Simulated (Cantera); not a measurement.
**Pb + O2 + CO (metals in furnace atmospheres)**

Charge: 1 mol Pb, 0.0054 mol O2, 53 mol CO.

These are equilibrium values from Cantera (NASA tables, ideal gas, pure condensed phases), not measurements of a reactor. Candidate condensed phases: C, Pb, PbO, PbO2, Pb3O4; 15 gas species. Equilibrium is a limit: real reactors are often held back by kinetics, nucleation or transport.

Stable condensed phases:

```
T in K \ P in Pa
              10      41     160     670    2700   11000   45000  180000  740000 3000000
   1573        A       A       A       A       A       A       A       B       C       C
   1523        A       A       A       A       A       A       A       C       C       C
   1473        A       A       A       A       A       A       B       C       C       C
   1423        A       A       A       A       A       A       B       C       C       C
   1373        A       A       A       A       A       A       C       C       C       C
   1323        A       A       A       A       A       B       C       C       C       C
   1273        A       A       A       A       A       C       C       C       C       C
   1223        A       A       A       A       B       C       C       C       C       C
   1173        A       A       A       A       C       C       C       C       C       C
   1123        A       A       A       B       C       C       C       C       C       C
   1073        A       A       A       C       C       C       C       C       C       C
   1023        A       A       C       C       C       C       C       C       C       C
    973        A       B       C       C       C       C       C       C       C       C
    923        B       C       C       C       C       C       C       C       C       C
```

A: gas only; B: C; C: C + Pb.
